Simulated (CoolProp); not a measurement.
A closed Brayton cycle with carbon dioxide: compressor inlet 329.15 K and 8.4 MPa, high pressure 27.9 MPa, turbine inlet 650 K, compressor efficiency 0.8, turbine efficiency 0.85, recuperator effectiveness 0 (on enthalpy, no pinch check). Each further row changes one setting.

Values from CoolProp's reference Helmholtz-energy equation of state, Span 1996.

```csv
case,thermal efficiency (%),net work (kJ/kg),compressor to turbine work,compressor exit (K),turbine exit (K)
as stated,12.4,36.9,0.66,435.5,530.4
turbine inlet 600 K,10.9,25.3,0.74,435.5,484.5
compressor inlet 339.15 K,10.9,29.2,0.73,452.7,530.4
high pressure 23.7 MPa,11.5,36.1,0.62,420.4,546.3
recuperator effectiveness 0.5,15.2,36.9,0.66,435.5,530.4
```
